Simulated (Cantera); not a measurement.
**Thermodynamics of abatement and gas-phase synthesis, feed CO₂ + H₂O + O₂**

Input: 1 mol CO₂, 6.8 mol H₂O, 0.45 mol O₂, equilibrated at 10.0 mbar.

Equilibrium computed with Cantera from the NASA thermochemical tables; the gas is ideal and each condensed phase is pure. Candidate condensed phases: C, C₆H₆, C₇H₈, C₈H₁₈, H₂O; 110 gas species. Rates play no part.

From 1273 K to 2923 K nothing is condensed. The main C-bearing gas is CO₂ at 1273 K and CO at 2923 K.

| T (K) | x H₂O | x H | x O | x H₂ | x CO₂ | x OH | x O₂ | x CO |
|---|---|---|---|---|---|---|---|---|
| 1273 | 0.824 | 9.77e-9 | 2.51e-7 | 1.88e-6 | 0.121 | 4.94e-5 | 0.0545 | 4.57e-7 |
| 1423 | 0.824 | 3.16e-7 | 3.14e-6 | 2.26e-5 | 0.121 | 0.000250 | 0.0545 | 7.52e-6 |
| 1573 | 0.823 | 5.29e-6 | 2.44e-5 | 0.000169 | 0.121 | 0.000928 | 0.0544 | 7.21e-5 |
| 1723 | 0.821 | 5.46e-5 | 0.000133 | 0.000896 | 0.121 | 0.00274 | 0.0544 | 0.000462 |
| 1873 | 0.813 | 0.000386 | 0.000556 | 0.00358 | 0.118 | 0.00680 | 0.0552 | 0.00214 |
| 2023 | 0.792 | 0.00201 | 0.00193 | 0.0112 | 0.112 | 0.0148 | 0.0588 | 0.00738 |
| 2173 | 0.746 | 0.00802 | 0.00590 | 0.0276 | 0.0977 | 0.0290 | 0.0674 | 0.0188 |
| 2323 | 0.661 | 0.0255 | 0.0161 | 0.0550 | 0.0753 | 0.0510 | 0.0807 | 0.0356 |
| 2473 | 0.529 | 0.0668 | 0.0389 | 0.0899 | 0.0499 | 0.0791 | 0.0942 | 0.0519 |
| 2623 | 0.360 | 0.146 | 0.0816 | 0.120 | 0.0281 | 0.104 | 0.0999 | 0.0609 |
| 2773 | 0.191 | 0.262 | 0.147 | 0.125 | 0.0134 | 0.110 | 0.0905 | 0.0605 |
| 2923 | 0.0736 | 0.388 | 0.223 | 0.0980 | 0.00568 | 0.0910 | 0.0665 | 0.0548 |
x: gas mole fraction; nothing condenses.
